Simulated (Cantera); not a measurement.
A perfectly stirred reactor is fed with 21.0 % CH4, 77.7 % CO2, 1.34 % H2, at 2.20 bar; it is held at 1600 K, and followed from long to short residence time.

Cantera simulation using GRI-Mech 3.0 (53 species, 325 reactions); the numbers are that mechanism's predictions, not measurements.

**Question.** Predict: x(CH4) at τ = 2.30 s; x(CO2) at τ = 2.30 s; x(H2) at τ = 2.30 s; x(C2H4) at τ = 2.30 s; x(CH4) at τ = 21.0 ms; x(CO2) at τ = 21.0 ms; x(H2) at τ = 21.0 ms; x(C2H4) at τ = 21.0 ms.

**Answer.** 
```json
{
  "x(CH4) at τ = 2.30 s": "0.0175",
  "x(CO2) at τ = 2.30 s": "0.297",
  "x(H2) at τ = 2.30 s": "0.0872",
  "x(C2H4) at τ = 2.30 s": "0.000449",
  "x(CH4) at τ = 21.0 ms": "0.145",
  "x(CO2) at τ = 21.0 ms": "0.690",
  "x(H2) at τ = 21.0 ms": "0.0456",
  "x(C2H4) at τ = 21.0 ms": "0.00294"
}
```
